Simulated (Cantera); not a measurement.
A perfectly stirred reactor is fed with CH4 : H2O : H2 = 1 : 2.6 : 0.087 (molar parts), at 51000 Pa; it is held at 1623 K, and followed from long to short residence time.

Computed with Cantera and GRI-Mech 3.0 (53 species, 325 reactions).

x: mole fraction; the columns are a selection and need not sum to one.

```tsv
τ (s)	x CH4	x H2O	x H2	x H	x OH	x CH2
15	0.0172	0.310	0.514	6.84e-5	1.73e-6	?
6.6	0.0247	0.343	0.484	6.58e-5	1.95e-6	?
2.9	0.0345	0.389	0.442	6.21e-5	2.28e-6	?
1.3	0.0469	0.441	0.393	5.72e-5	2.68e-6	?
0.56	0.0642	0.500	0.335	5.06e-5	3.14e-6	?
0.24	0.0880	0.554	0.275	4.30e-5	3.59e-6	?
0.11	0.117	0.596	0.221	3.54e-5	3.94e-6	?
0.047	0.154	0.632	0.165	2.73e-5	4.27e-6	?
0.021	0.190	0.659	0.117	2.04e-5	4.57e-6	?
0.0090	0.223	0.680	0.0766	1.42e-5	4.84e-6	?
```

### Question
What belongs in the gaps?

### Answer

- 15, x CH2: 8.37e-9
- 6.6, x CH2: 1.39e-8
- 2.9, x CH2: 2.26e-8
- 1.3, x CH2: 3.47e-8
- 0.56, x CH2: 5.09e-8
- 0.24, x CH2: 6.90e-8
- 0.11, x CH2: 8.48e-8
- 0.047, x CH2: 1.00e-7
- 0.021, x CH2: 1.13e-7
- 0.0090, x CH2: 1.25e-7
